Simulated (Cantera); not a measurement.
# Fluorocarbon and chlorocarbon gases: CH2F2 + CH4 + HF

Input: 1 mol CH2F2, 0.83 mol CH4, 0.00069 mol HF, equilibrated at 1.50 Pa.

Method: chemical equilibrium by Gibbs-energy minimisation in Cantera with the NASA 1993 tables (ideal gas, pure condensed phases). Candidate condensed phases: C, C6H6, C7H8, C8H18; 95 gas species. Kinetics and transport are ignored.

From 1375 K to 2375 K the condensed part is C(graphite). From 2575 K to 3175 K nothing is condensed. The main C-bearing gas is C2H2 (acetylene) at 1375 K and C at 3175 K.

```csv
T (K),x H,x HF,x H2,x F,x C,x C3,x C2,n C(graphite)
1375,0.000595,0.546,0.453,7.38e-9,<1e-12,<1e-12,<1e-12,1.83
1575,0.00718,0.545,0.448,4.01e-7,1.78e-11,2.88e-12,<1e-12,1.83
1775,0.0483,0.533,0.418,9.05e-6,8.58e-9,3.52e-9,2.89e-10,1.83
1975,0.197,0.493,0.310,0.000116,1.18e-6,9.90e-7,8.34e-8,1.83
2175,0.449,0.422,0.127,0.00118,6.49e-5,9.65e-5,8.39e-6,1.83
2375,0.588,0.366,0.0261,0.0122,0.00182,0.00426,0.000384,1.74
2575,0.578,0.224,0.00418,0.0782,0.0274,0.0767,0.00790,0
2775,0.601,0.0720,0.000967,0.178,0.0953,0.0361,0.0123,0
2975,0.585,0.0146,0.000241,0.210,0.177,0.00467,0.00710,0
3175,0.582,0.00328,7.36e-5,0.216,0.196,0.000212,0.00185,0
```
x: gas mole fraction; n: condensed amount in mol.
